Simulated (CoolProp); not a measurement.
Vapour-liquid equilibrium of toluene (1) + m-xylene (2) at 0.16 MPa; x and y are mole fractions of (1).

Model: multi-fluid Helmholtz-energy mixture model, Lemmon 2006 and Zhou 2012; pair parameters Bell 2016, in CoolProp.

Give the bubble temperature and the first vapour's composition at x = 0.15, 0.45, 0.85. Is there an azeotrope?

x = 0.15: 423.9 K, y = 0.265; x = 0.45: 413.3 K, y = 0.630; x = 0.85: 403.5 K, y = 0.915. No azeotrope shows between x = 0.05 and 0.95.

Pair parameters are fitted to limited data, so mixtures are less certain than the pure fluids.
